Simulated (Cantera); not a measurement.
## Thermodynamics of boron, boron nitride and boron oxide, feed BF3 + O2 + H2

Feed: 1 mol BF3, a varied amount of O2, 3.8 mol H2, at 1175 °C and 1.10 mbar.

These are equilibrium values from Cantera (NASA tables, ideal gas, pure condensed phases), not measurements of a reactor. Candidate condensed phases: B, B2O3, B3O3H3, H2O; 43 gas species. Gases not in the tables: H3BO3. Rates play no part.

```csv
n(O2) (mol),x O2,x H2O,x HF,x H2,x BOF,x HBO2,x BF3,x OH
1.1,3.44e-10,0.185,0.366,0.276,0.146,0.0245,0.00207,2.32e-6
1.9,0.000312,0.436,0.390,0.000685,0.125,0.0465,0.000849,0.000110
2.8,0.134,0.378,0.338,2.86e-5,0.108,0.0403,0.000637,0.000467
3.7,0.237,0.333,0.298,1.90e-5,0.0953,0.0355,0.000496,0.000505
4.5,0.309,0.301,0.270,1.50e-5,0.0863,0.0321,0.000406,0.000514
5.4,0.376,0.272,0.244,1.23e-5,0.0780,0.0290,0.000332,0.000513
6.3,0.431,0.248,0.222,1.05e-5,0.0711,0.0264,0.000276,0.000507
7.1,0.473,0.230,0.206,9.28e-6,0.0659,0.0245,0.000238,0.000499
```
x: gas mole fraction; nothing condenses.

From 1.1 mol O2 to 7.1 mol O2 nothing is condensed.
